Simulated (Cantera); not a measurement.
**Sublimation and decomposition of ceramics: Si₃N₄ + N₂**

Charge: 1 mol Si₃N₄, 0.32 mol N₂, equilibrated at 0.100 bar.

Cantera equilibrium calculation (NASA polynomials, part measured and part estimated; ideal gas, pure solids and liquids). Candidate condensed phases: Si, Si₃N₄; 7 gas species. The tables' values for SiN are old estimates; treat these amounts as uncertain. Kinetics and transport are ignored.

| T (K) | x N₂ | x Si | x Si₂ | x SiN | x Si₂N | n Si(l) |
|---|---|---|---|---|---|---|
| 1975 | 1.000 | 0.000323 | 3.15e-6 | 2.83e-5 | 3.80e-5 | 3.00 |
| 2075 | 0.999 | 0.00102 | 1.26e-5 | 7.05e-5 | 8.66e-5 | 3.00 |
| 2175 | 0.997 | 0.00289 | 4.40e-5 | 0.000162 | 0.000182 | 2.99 |
| 2275 | 0.992 | 0.00745 | 0.000137 | 0.000343 | 0.000358 | 2.98 |
| 2375 | 0.980 | 0.0177 | 0.000389 | 0.000682 | 0.000660 | 2.95 |
| 2475 | 0.957 | 0.0393 | 0.00101 | 0.00127 | 0.00115 | 2.89 |
| 2575 | 0.911 | 0.0818 | 0.00243 | 0.00223 | 0.00188 | 2.76 |
| 2675 | 0.826 | 0.161 | 0.00547 | 0.00365 | 0.00289 | 2.48 |
| 2775 | 0.675 | 0.302 | 0.0116 | 0.00545 | 0.00407 | 1.83 |
| 2875 | 0.447 | 0.518 | 0.0212 | 0.00676 | 0.00456 | 0 |
| 2975 | 0.442 | 0.534 | 0.0145 | 0.00622 | 0.00238 | 0 |
x: gas mole fraction; n: condensed amount in mol.

From 1975 K to 2775 K the condensed part is Si(l). From 2875 K to 2975 K nothing is condensed. The main Si-bearing gas is Si throughout.
